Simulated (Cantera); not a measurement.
An isothermal, constant-pressure homogeneous reactor starts with NH3 : H2 = 1 : 0.3 (molar parts), at 2175 K and 2670 Pa.

Computed with Cantera and the gas-phase N/H chemistry of the illustrative SiF4/NH3 mechanism in the Surface Chemkin manual (1991). Walls and surfaces, which speed up NH3 decomposition in real reactors, are not modelled.

x: mole fraction; the columns are a selection and need not sum to one.

| t (s) | x NH3 | x H2 | x NH | x N2 | x N |
|---|---|---|---|---|---|
| 1.00e-6 | 0.769 | 0.231 | 2.40e-12 | <1e-12 | <1e-12 |
| 7.17e-6 | 0.769 | 0.231 | 5.37e-10 | <1e-12 | <1e-12 |
| 5.14e-5 | 0.769 | 0.231 | 7.99e-8 | 1.10e-9 | 1.15e-10 |
| 0.000368 | 0.768 | 0.231 | 5.98e-6 | 5.59e-6 | 1.03e-7 |
| 0.00264 | 0.757 | 0.238 | 5.27e-5 | 0.00243 | 2.53e-6 |
| 0.0189 | 0.670 | 0.300 | 5.37e-5 | 0.0271 | 2.93e-6 |
| 0.136 | 0.316 | 0.554 | 4.65e-5 | 0.127 | 3.81e-6 |
| 0.973 | ? | 0.775 | ? | 0.215 | ? |
| 6.97 | 3.67e-7 | 0.759 | 3.48e-8 | 0.215 | 7.60e-8 |
| 50.0 | ? | 0.759 | ? | 0.215 | ? |

Task: Complete the blanks.

Result: 
- 0.973, x NH3: 0.00569
- 0.973, x NH: 1.38e-5
- 0.973, x N: 4.83e-6
- 50.0, x NH3: 1.26e-7
- 50.0, x NH: 1.19e-8
- 50.0, x N: 2.61e-8
